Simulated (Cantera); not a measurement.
Charge: 1 mol Si₂Cl₆, 3.5 mol NH₃, 31 mol N₂, held at 0.0735 Torr.

Equilibrium computed with Cantera from the NASA thermochemical tables; the gas is ideal and each condensed phase is pure. Candidate condensed phases: NH₄Cl, Si, Si₃N₄; 28 gas species. The feed counts by its element totals alone. The tables' values for SiCl₃, SiCl are old estimates; treat these amounts as uncertain. Kinetics and transport are ignored.

log p: log10 of the partial pressure in bar; n: condensed amount in mol.

```
T (K)  log p N₂  log p HCl  log p H₂  log p SiCl₂  log p SiCl₄  n Si₃N₄(s)
-----  --------  ---------  --------  -----------  -----------  ----------
775       -4.11      -4.88     -5.19       -12.82        -6.39       0.611
875       -4.11      -4.86     -5.21       -10.72        -6.55       0.629
975       -4.11      -4.85     -5.22        -9.06        -6.70       0.639
1075      -4.11      -4.85     -5.23        -7.72        -6.84       0.643
1175      -4.11      -4.86     -5.22        -6.66        -7.03       0.618
1275      -4.11      -4.92     -5.16        -5.92        -7.51  (withheld)
1375      -4.11      -5.07     -5.07        -5.53        -8.38  (withheld)
1475      -4.11      -5.28     -5.00        -5.35        -9.43  (withheld)
```

### Question
Some entries are withheld; supply them.

### Answer

- 1275, n Si₃N₄(s): 0.490
- 1375, n Si₃N₄(s): 0.256
- 1475, n Si₃N₄(s): 0.0350
